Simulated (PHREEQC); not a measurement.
Consider water at 40 °C with 0.0012 mol/kgw LiCl. Closed to the air; pH follows from the charge balance.

The numbers come from PHREEQC with the ion-association model, phreeqc.dat.

```json
{
 "ionic_strength": "0.00120 mol/kgw",
 "specific_conductance": "183 µS/cm"
}
```

| species | molality | activity | log γ |
|---|---|---|---|
| Cl- | 0.00120 | 0.00115 | -0.017 |
| Li+ | 0.00120 | 0.00115 | -0.017 |
| H+ | 1.78e-7 | 1.71e-7 | -0.016 |
| OH- | 1.78e-7 | 1.71e-7 | -0.017 |

Precipitation was switched off in this run. At this temperature some constants are extrapolated from 25 °C, and those without enthalpy data are left unchanged.
